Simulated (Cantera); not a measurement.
Cantera run:

```python
import numpy as np
import cantera as ct

gas_names = [...]  # 136 gases of nasa_gas.yaml made of C, H, N, O
cond_names = """
    C(gr) C6H6(L) C7H8(L) C8H18(L),n-octa H2O(s) H2O(L)
""".split()


# ... load() reads the species with a 1 bar reference pressure and builds the phases ...
atoms = {
    'C2H5OH': {'C': 2, 'H': 6, 'O': 1},
    'NH3': {'N': 1, 'H': 3},
}
top_T = {'C(gr)': 4500}  # K; cautious upper limits of use, not melting points


# ... equilibrate(T, P, feed) seeds the gas with the atoms and calls Mixture.equilibrate('TP', solver="vcs", rtol=1e-11, max_steps=5000) ...
results = []
feed = {'C2H5OH': 1, 'NH3': 0.46}  # mol
P = 1400  # Pa
for T in [2050, 2100, 2150, 2200, 2250, 2300, 2350, 2400, 2450, 2500]:
    mix = equilibrate(T, P, feed)
    results.append((T, P, feed, dict(zip(mix.species_names, mix.species_moles))))

top = {s: max(r[3][s] / sum(r[3][g] for g in gas_names) for r in results) for s in gas_names}
cols = sorted((s for s in top if top[s] > 1e-06), key=lambda s: -top[s])[:5]
seen = [c for c in cond_names if any(r[3].get(c, 0) > 1e-12 for r in results)]
print("log10 of partial pressures in bar; condensed amounts in mol")
print(f"{'T/K':>10s}" + "".join(f"{s[:9]:>10s}" for s in cols + seen))
for T, P, feed, n in results:
    ng = sum(n[g] for g in gas_names)
    print(f"{T:10.4g}" + "".join(f"{np.log10(max(n[s] / ng * P / 1e5, 1e-99)):10.3f}" for s in cols)
          + "".join(f"{n.get(c, 0):10.4g}" for c in seen))
```

Output:

```
log10 of partial pressures in bar; condensed amounts in mol
       T/K        H2        CO         H        N2       HCN     C(gr)
      2050    -1.989    -2.549    -3.639    -3.204    -4.344    0.9752
      2100    -1.992    -2.551    -3.503    -3.209    -4.269    0.9691
      2150    -1.997    -2.552    -3.373    -3.214    -4.199    0.9617
      2200    -2.002    -2.555    -3.251    -3.221    -4.133     0.953
      2250    -2.010    -2.557    -3.134    -3.228    -4.071    0.9429
      2300    -2.019    -2.561    -3.024    -3.237    -4.014     0.931
      2350    -2.030    -2.565    -2.919    -3.247    -3.962    0.9174
      2400    -2.044    -2.570    -2.820    -3.259    -3.914    0.9019
      2450    -2.060    -2.576    -2.727    -3.272    -3.871    0.8843
      2500    -2.080    -2.583    -2.640    -3.286    -3.833    0.8646
```

Cantera equilibrium calculation (NASA polynomials, part measured and part estimated; ideal gas, pure solids and liquids).
